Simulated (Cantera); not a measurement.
## Nitride etching: AlN + Cl2 + H2

Input: 1 mol AlN, a varied amount of Cl2, 13 mol H2, at 1602 °C and 0.0100 bar.

Cantera equilibrium calculation (NASA polynomials, part measured and part estimated; ideal gas, pure solids and liquids). Candidate condensed phases: Al, AlCl3, AlN, NH4Cl; 20 gas species. The tables' values for AlCl2 are old estimates; treat these amounts as uncertain. Rates play no part.

| n(Cl2) (mol) | x HCl | x H2 | x Cl | x AlCl | x AlCl3 | x N2 | x Cl2 | x AlCl2 |
|---|---|---|---|---|---|---|---|---|
| 3.4 | 0.308 | 0.598 | 0.00197 | 0.0389 | 0.00807 | 0.0290 | 1.98e-7 | 0.0111 |
| 6.4 | 0.536 | 0.380 | 0.00432 | 0.0191 | 0.0190 | 0.0250 | 9.47e-7 | 0.0119 |
| 9.4 | 0.711 | 0.213 | 0.00765 | 0.00839 | 0.0262 | 0.0219 | 2.98e-6 | 0.00927 |
| 12 | 0.828 | 0.0978 | 0.0131 | 0.00326 | 0.0300 | 0.0197 | 8.78e-6 | 0.00619 |
| 15 | 0.888 | 0.00726 | 0.0517 | 0.000230 | 0.0328 | 0.0174 | 0.000136 | 0.00172 |
| 18 | 0.754 | 0.000349 | 0.200 | 1.34e-5 | 0.0286 | 0.0145 | 0.00204 | 0.000387 |
| 21 | 0.645 | 0.000105 | 0.313 | 4.71e-6 | 0.0246 | 0.0124 | 0.00498 | 0.000213 |
| 24 | 0.563 | 4.98e-5 | 0.396 | 2.57e-6 | 0.0215 | 0.0108 | 0.00798 | 0.000147 |
| 27 | 0.500 | 2.92e-5 | 0.460 | 1.70e-6 | 0.0191 | 0.00962 | 0.0108 | 0.000113 |
| 30 | 0.450 | 1.92e-5 | 0.511 | 1.24e-6 | 0.0172 | 0.00866 | 0.0133 | 9.14e-5 |
x: gas mole fraction; nothing condenses.

From 3.4 mol Cl2 to 30 mol Cl2 nothing is condensed. The main Al-bearing gas is AlCl at 3.4 mol Cl2 and AlCl3 at 30 mol Cl2.
